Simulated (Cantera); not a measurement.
Charge: 1 mol B, 2.2 mol N2, 3.6 mol NH3, equilibrated at 0.698 Torr.

Method: chemical equilibrium by Gibbs-energy minimisation in Cantera with the NASA 1993 tables (ideal gas, pure condensed phases). Candidate condensed phases: B, BN; 15 gas species. The numbers say what is thermodynamically allowed, not how fast it happens.

### Question
Which condensed phases are stable at each of these points (T (K)): 1223, 1323, 1423, 1523, 1623, 1723, 1823, 1923, 2023, 2123, 2223, 2323, 2423?

### Answer
| T (K) | condensed phases | B condensed (%) |
|---|---|---|
| 1223 | BN(s) | 100.0 |
| 1323 | BN(s) | 100.0 |
| 1423 | BN(s) | 100.0 |
| 1523 | BN(s) | 100.0 |
| 1623 | BN(s) | 100.0 |
| 1723 | BN(s) | 100.0 |
| 1823 | BN(s) | 100.0 |
| 1923 | BN(s) | 99.9 |
| 2023 | BN(s) | 99.7 |
| 2123 | B(s) | 98.5 |
| 2223 | B(s) | 95.1 |
| 2323 | B(s) | 83.0 |
| 2423 | B(l) | 46.7 |

From 1223 K to 2023 K the condensed part is BN(s). From 2123 K to 2323 K the condensed part is B(s). At 2423 K the condensed part is B(l).
